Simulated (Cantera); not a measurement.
Feed: 1 mol MgCl2, 10 mol H2, 3.6 mol N2, held at 1623 K and 10.0 mbar.

Cantera equilibrium calculation (NASA polynomials, part measured and part estimated; ideal gas, pure solids and liquids). Candidate condensed phases: Mg, MgCl2, NH4Cl; 18 gas species. The tables' values for MgH are old estimates; treat these amounts as uncertain. Rates play no part.

Question: What is the equilibrium state?

Answer: x(H2): 0.666
x(N2): 0.244
x(MgCl2): 0.0563
x(HCl): 0.0223
x(Mg): 0.0109
x(H): 0.000564
x(MgCl): 0.000552
x(Cl): 1.49e-5
x(MgH): 1.04e-5
gas amount: 14.77 mol
log10 activity of Mg(l) (absent): -4.73
